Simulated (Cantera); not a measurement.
What does this Cantera script print?

```python
import numpy as np
import cantera as ct

gas = ct.Solution("gri30.yaml")
gas.TPX = 1725, 300000, {'CH4': 1, 'CO2': 1.8}
reactor = ct.IdealGasConstPressureReactor(gas, energy="off", clone=False)
net = ct.ReactorNet([reactor])
net.rtol, net.atol = 1e-08, 1e-18
show = ['CH4', 'CO2', 'CH2CO', 'H2O', 'H', 'CH2', 'C2H2']
times = np.geomspace(1e-06, 50, 9)

steps = ct.SolutionArray(gas, extra=["t"])
rows = []
print(f"{'t/s':>10s}{'T/K':>9s}{'P/Pa':>11s}" + "".join(f"{s:>11s}" for s in show))
for t in times:
    while net.time < t:
        t_next = net.step()
        steps.append(gas.state, t=t_next)
    rows.append([np.interp(t, steps.t, y) for y in (steps.T, steps.P, *steps(*show).X.T)])
    print(f"{t:10.3e}{rows[-1][0]:9.1f}{rows[-1][1]:11.4g}" + "".join(f"{x:11.3e}" for x in rows[-1][2:]))
rate = np.gradient(steps.T, steps.t)
print("integrator steps:", len(steps.t))
if steps.T.max() > steps.T[0] + 200:
    print(f"time of steepest temperature rise: {steps.t[rate.argmax()]:.4e} s")
gas.TPX = 1725, 300000, {'CH4': 1, 'CO2': 1.8}
gas.equilibrate("TP")
print(f"equilibrium (TP): T = {gas.T:.1f} K  " + "  ".join(f"{s} {gas[s].X[0]:.3e}" for s in show))
```

It prints:

```
       t/s      T/K       P/Pa        CH4        CO2      CH2CO        H2O          H        CH2       C2H2
 1.000e-06   1725.0      3e+05  3.571e-01  6.428e-01  5.611e-15  7.143e-07  6.563e-07  2.855e-10  9.325e-13
 9.170e-06   1725.0      3e+05  3.566e-01  6.427e-01  5.124e-12  7.295e-06  7.783e-07  1.845e-08  1.510e-08
 8.409e-05   1725.0      3e+05  3.509e-01  6.416e-01  3.657e-09  1.372e-04  2.276e-06  1.378e-07  4.267e-05
 7.711e-04   1725.0      3e+05  2.790e-01  6.048e-01  2.570e-06  7.611e-03  1.594e-05  1.942e-07  1.568e-02
 7.071e-03   1725.0      3e+05  9.879e-02  3.764e-01  6.078e-05  1.364e-01  3.255e-05  1.505e-07  8.803e-02
 6.484e-02   1725.0      3e+05  1.926e-02  1.473e-01  6.820e-05  2.164e-01  4.603e-05  1.033e-07  7.173e-02
 5.946e-01   1725.0      3e+05  7.832e-03  6.923e-02  5.254e-06  1.313e-01  5.666e-05  1.114e-08  9.674e-03
 5.453e+00   1725.0      3e+05  3.964e-05  5.503e-02  6.125e-09  1.117e-01  5.954e-05  3.125e-11  2.426e-07
 5.000e+01   1725.0      3e+05  4.554e-07  5.501e-02  7.119e-11  1.117e-01  5.964e-05  3.727e-13  8.155e-11
integrator steps: 2423
equilibrium (TP): T = 1725.0 K  CH4 4.972e-07  CO2 5.501e-02  CH2CO 7.768e-11  H2O 1.117e-01  H 5.964e-05  CH2 4.063e-13  C2H2 9.084e-11
```

Model: GRI-Mech 3.0 (53 species, 325 reactions), integrated in Cantera.
